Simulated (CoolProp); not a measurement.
A Linde-Hampson liquefier for ethylene: isothermal reversible compression at 320 K from 1 atm to 15 MPa, throttling to 1 atm, return gas leaving the recuperator 10 K below the feed. Each further row changes one setting.

The numbers come from the reference Helmholtz-energy equation of state, Smukala 2000 in CoolProp.

```tsv
case	liquid yield per pass	compression work (kJ/kg of gas)
as stated	0.380	404
high pressure 30 MPa	0.416	444
warm-end temperature 350 K	0.274	465
warm-end gap 15 K	0.373	404
```
